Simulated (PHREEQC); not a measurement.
Dissolve 0.14 mol KCl, 0.00018 mol Na2B4O7 and 8.7e-07 mol H4SiO4 per kg of water at 25 °C. Closed to the air; pH follows from the charge balance.

Computed with PHREEQC (ion-association model, phreeqc.dat).

Each row changes one thing in this solution. No solid was allowed to form.

```tsv
case	pH	H3BO3 (mol/kgw)	H2BO3- (mol/kgw)	H4SiO4 (mol/kgw)	H3SiO4- (mol/kgw)	SI of Quartz (SiO2)
as made	9.07	0.000376	0.000344	7.02e-7	1.68e-7	-2.16
Na2B4O7 from 0.00018 to 1.8e-05 mol/kgw	8.86	4.60e-5	2.60e-5	7.58e-7	1.12e-7	-2.12
temperature from 25 to 30 °C	9.02	0.000381	0.000339	6.94e-7	1.76e-7	-2.23
KCl replaced by NH4Cl at the same molality	6.81	0.000716	3.61e-6	8.69e-7	1.15e-9	-2.06
H4SiO4 replaced by (NH4)2SiF6 at the same molality	9.06	0.000380	0.000340	7.04e-7	1.65e-7	-2.15
temperature from 25 to 35 °C	8.97	0.000387	0.000333	6.89e-7	1.81e-7	-2.31
diluted 5-fold with water	9.02	8.44e-5	5.96e-5	1.47e-7	2.67e-8	-2.85
temperature from 25 to 45 °C	8.86	0.000400	0.000320	6.82e-7	1.88e-7	-2.44
0.27 mol/kgw (CH3)4NCl added	9.02	0.000376	0.000344	6.92e-7	1.78e-7	-2.13
```

Species that the database lacks are ignored. Constants without temperature data keep their 25 °C values here. SiF6-2 is the database's only silicon fluoride. Real BF4- forms and hydrolyses slowly; the run takes it at equilibrium.
